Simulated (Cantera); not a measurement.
## Pyrogenic steam for wet oxidation

A perfectly stirred reactor is fed with H₂ : O₂ : N₂ : H₂O = 1.5 : 1 : 0.95 : 0.029 (molar parts), equivalence ratio 0.75, at 13300 Pa; it is held at 1173 K, and followed from long to short residence time.

Model: GRI-Mech 3.0 (53 species, 325 reactions), integrated in Cantera. The temperature is held fixed by assumption; the heat of reaction is taken as removed at once.

```tsv
τ (s)	x H₂	x O₂	x HO₂	x H₂O	x NO
3.8	0.000300	0.0916	5.92e-6	0.560	9.54e-8
1.2	0.000645	0.0917	1.05e-5	0.559	8.37e-8
0.39	0.00135	0.0919	1.66e-5	0.558	1.02e-7
0.12	0.00288	0.0925	2.34e-5	0.555	1.74e-7
0.039	0.00581	0.0936	2.92e-5	0.550	3.31e-7
0.012	0.0118	0.0960	3.38e-5	0.540	6.54e-7
0.0039	0.0224	0.101	3.71e-5	0.518	1.17e-6
0.0012	0.0417	0.110	3.95e-5	0.475	1.84e-6
```
x: mole fraction; the columns are a selection and need not sum to one.
